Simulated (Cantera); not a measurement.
Input: 1 mol HCl, 3 mol H2O, 0.34 mol N2, equilibrated at 1773 K and 13.3 mbar.

Method: chemical equilibrium by Gibbs-energy minimisation in Cantera with the NASA 1993 tables (ideal gas, pure condensed phases). Candidate condensed phases: H2O, NH4Cl; 29 gas species. Rates play no part.

Base state: H2O 0.683, HCl 0.224, N2 0.0779, H2 0.00636, Cl 0.00532, O2 0.00151, OH 0.00131, H 0.000197 (mole fractions); condensed: gas only.

Question: What changes in the equilibrium state with this change: 0.88 mol Cl2 added?

Answer: 
| species | before | after |
|---|---|---|
| HCl | 0.224 | 0.446 |
| H2O | 0.683 | 0.387 |
| O2 | 0.00151 | 0.0670 |
| Cl | 0.00532 | 0.0363 |
| N2 | 0.0779 | 0.0592 |
| Cl2 | 4.88e-6 | 0.000228 |
| ClO | 4.35e-7 | 1.98e-5 |

Question: What changes in the equilibrium state with this change: temperature from 1773 K to 3325 K?

Answer: 
| species | before | after |
|---|---|---|
| H | 0.000197 | 0.571 |
| O | 3.16e-5 | 0.241 |
| Cl | 0.00532 | 0.0878 |
| H2O | 0.683 | 0.00248 |
| HCl | 0.224 | 0.00660 |
| OH | 0.00131 | 0.0205 |
| H2 | 0.00636 | 0.0287 |
| N2 | 0.0779 | 0.0307 |
| N | <1e-9 | 0.000140 |
| NO | 0.000101 | 0.00264 |
| O2 | 0.00151 | 0.00809 |

Question: What changes in the equilibrium state with this change: pressure from 13.3 mbar to 80.0 mbar?

Answer: 
```
species    before    after
-------  --------  -------
H2O         0.683    0.687
HCl         0.224    0.227
N2         0.0779   0.0781
H2        0.00636  0.00354
O         3.16e-5  9.51e-6
H        0.000197  5.98e-5
```
